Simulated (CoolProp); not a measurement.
A simple Rankine cycle with methanol: condensing at 289.15 K, boiler at 0.247 MPa, turbine inlet 512.1 K, turbine efficiency 0.9, pump efficiency 0.8, no recuperator. Each further row changes one setting.

The numbers come from the reference Helmholtz-energy equation of state, de Reuck 1993 in CoolProp.

| case | thermal efficiency (%) | net work (kJ/kg) | heat in (kJ/kg) | turbine exit temperature (K) | volume ratio over the turbine |
|---|---|---|---|---|---|
| as stated | 19.2 | 298 | 1550 | 330.9 | 15.3 |
| turbine inlet 532.1 K | 19.6 | 312 | 1590 | 347.9 | 15.5 |
| condensing temperature 281.15 K | 20.9 | 329 | 1570 | 308.8 | 22.6 |
| boiler pressure 0.173 MPa | 17.5 | 272 | 1560 | 349.3 | 11.3 |
| turbine efficiency 0.8 | 17.0 | 265 | 1550 | 353.1 | 16.4 |
